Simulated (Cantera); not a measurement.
Hydrocarbon pyrolysis for carbon deposition

An isothermal, constant-pressure homogeneous reactor starts with 4.00 % C₂H₆, 96.0 % N₂, at 1775 K and 0.000612 atm.

Computed with Cantera and GRI-Mech 3.0 (53 species, 325 reactions). GRI-Mech 3.0 stops at C3 and has no aromatics, soot or wall deposition, so with more carbon than oxygen in the feed, carbon stays in small species such as C2H2 where larger ones or solid carbon would form. Radical loss at walls, strong at low pressure, is not modelled.

| t (s) | x C₂H₆ | x H₂ | x H | x C₂H | x HCN | x CH₂ | x CH₃ |
|---|---|---|---|---|---|---|---|
| 1.00e-6 | 0.0400 | 8.20e-12 | 4.80e-9 | <1e-12 | <1e-12 | <1e-12 | 1.04e-5 |
| 3.16e-6 | 0.0400 | 8.19e-11 | 1.52e-8 | <1e-12 | <1e-12 | <1e-12 | 3.29e-5 |
| 1.00e-5 | 0.0399 | 8.14e-10 | 4.77e-8 | <1e-12 | <1e-12 | 6.90e-12 | 0.000104 |
| 3.16e-5 | 0.0398 | 8.13e-9 | 1.52e-7 | <1e-12 | <1e-12 | 2.47e-10 | 0.000328 |
| 0.000100 | 0.0395 | 8.94e-8 | 5.89e-7 | <1e-12 | <1e-12 | 9.09e-9 | 0.00103 |
| 0.000316 | 0.0383 | 1.81e-6 | 5.35e-6 | <1e-12 | <1e-12 | 3.04e-7 | 0.00320 |
| 0.00100 | 0.0348 | 8.61e-5 | 9.63e-5 | <1e-12 | 3.93e-10 | 7.95e-6 | 0.00935 |
| 0.00316 | 0.0232 | 0.00301 | 0.000981 | 2.58e-8 | 4.72e-7 | 7.88e-5 | 0.0221 |
| 0.0100 | 0.00262 | 0.0224 | 0.00285 | 4.86e-6 | 1.06e-5 | 0.000161 | 0.0238 |
| 0.0316 | 6.50e-6 | 0.0513 | 0.00194 | 7.27e-6 | 3.21e-5 | 6.06e-5 | 0.00517 |
| 0.100 | 8.98e-7 | 0.0622 | 0.000948 | 3.85e-6 | 4.05e-5 | 1.66e-5 | 0.00169 |
| 0.316 | 2.56e-7 | 0.0661 | 0.000581 | 2.37e-6 | 4.49e-5 | 5.84e-6 | 0.000792 |
| 1.00 | 8.03e-8 | 0.0684 | 0.000410 | 1.65e-6 | 4.81e-5 | 2.34e-6 | 0.000411 |
| 3.16 | 2.72e-8 | 0.0704 | 0.000364 | 1.46e-6 | 5.16e-5 | 1.22e-6 | 0.000233 |
| 10.0 | 6.77e-9 | 0.0723 | 0.000445 | 1.76e-6 | 5.86e-5 | 7.73e-7 | 0.000119 |
x: mole fraction; the columns are a selection and need not sum to one.

Equilibrium at this temperature and pressure: C₂H₆ <1e-12, H₂ 0.0724, H 0.00315, C₂H 3.26e-6, HCN 0.0549, CH₂ 3.46e-9, CH₃ 7.21e-8 (gas phase only).
